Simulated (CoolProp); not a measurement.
Vapour-liquid equilibrium of R245fa (1) + n-pentane (2) at 293.6 K; x and y are mole fractions of (1).

Model: multi-fluid Helmholtz-energy mixture model, Akasaka 2015 and Thol 2019; pair parameters Bell 2016, in CoolProp.

| x | bubble pressure (kPa) | y at the bubble point | dew pressure at overall composition x (kPa) | liquid density (mol/L) |
|---|---|---|---|---|
| 0.05 | 93.36 | 0.401 | 60.48 | 8.695 |
| 0.15 | 131.1 | 0.596 | 67.28 | 8.748 |
| 0.25 | 145.2 | 0.649 | 75.76 | 8.815 |
| 0.35 | 149.7 | 0.667 | … | 8.900 |
| 0.45 | 150.8 | 0.672 | 100.8 | 9.005 |
| 0.55 | 151.2 | 0.676 | 120.0 | 9.135 |
| 0.65 | 151.7 | 0.684 | … | 9.293 |
| 0.75 | 151.5 | … | 148.8 | 9.479 |
| 0.85 | 148.3 | 0.756 | 139.6 | 9.696 |
| 0.95 | 137.0 | 0.876 | 129.9 | … |

Task: What belongs in the gaps?

Result: 
- 0.35, dew pressure at overall composition x (kPa): 86.57
- 0.65, dew pressure at overall composition x (kPa): 145.4
- 0.75, y at the bubble point: 0.705
- 0.95, liquid density (mol/L): 9.942

y crosses x between x = 0.65 and 0.75: the model has an azeotrope there.

Pair parameters are fitted to limited data, so mixtures are less certain than the pure fluids. With so large a gap from Raoult's law the liquid may split in two, which this calculation doesn't test in full.
